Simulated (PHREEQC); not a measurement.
Consider water at 25 °C with 15 mmol/kgw Na2SeO4, 45 mmol/kgw H3PO4 and 0.97 mmol/kgw NaCl. Closed to the air; pH follows from the charge balance.

Computed with PHREEQC (ion-association model, wateq4f.dat).

| quantity | before | after |
|---|---|---|
| pH | 1.91 | 3.10 |
| ionic strength (mol/kgw) | 0.0571 | 0.0867 |
| H3PO4 (mol/kgw) | 0.0269 | 0.00378 |
| SeO4-2 (mol/kgw) | 0.0115 | 0.0147 |
| HSeO4- (mol/kgw) | 0.00351 | 0.000264 |
| SI of Halite (NaCl) | -6.29 | -5.96 |

Task: Name the change that produced these shifts.
(A) Na2SeO4 from 0.015 to 0.0135 mol/kgw
(B) diluted 2-fold with water
(C) diluted 100-fold with water
(D) Na2SeO4 from 0.015 to 0.0075 mol/kgw
(E) 0.04 mol/kgw NaOH added

Result: E, 0.04 mol/kgw NaOH added

Precipitation was switched off in this run. H3PO4, which wateq4f.dat lacks, is added to it with the constant of phreeqc.dat.
